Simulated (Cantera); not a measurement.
Charge: 1 mol C2H5OH, 0.038 mol O2, 0.31 mol N2, equilibrated at 0.000690 bar.

Cantera equilibrium calculation (NASA polynomials, part measured and part estimated; ideal gas, pure solids and liquids). Candidate condensed phases: C, C6H6, C7H8, C8H18, H2O; 136 gas species. The numbers say what is thermodynamically allowed, not how fast it happens.

**Question.** At 2302 °C, list the 6 most abundant gas species with their mole fractions, and the condensed phases.

**Answer.** H 0.574, H2 0.190, CO 0.174, N2 0.0449, HCN 0.00784, C2H2 (acetylene) 0.00279. Condensed: C(graphite).
